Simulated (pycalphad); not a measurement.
CALPHAD calculation (pycalphad, COST 507 light-alloy database (1999)), 1 atm. These are 1990s assessments: newer ones move some temperatures and phases. Amounts are mole fractions of atoms.

Task: Give the equilibrium state of Si-0.92Zr (at.%) at 1175 K.

Result: diamond (Si), fraction 0.972, with no Zr at.%; SI2ZR, fraction 0.028, with 33.3 Zr at.%.

Database names, with the compositions (at.%) that they take in these runs: SI2ZR: Si 67 Zr 33. An entry "none" or "no" means that the model of the phase leaves that element out.
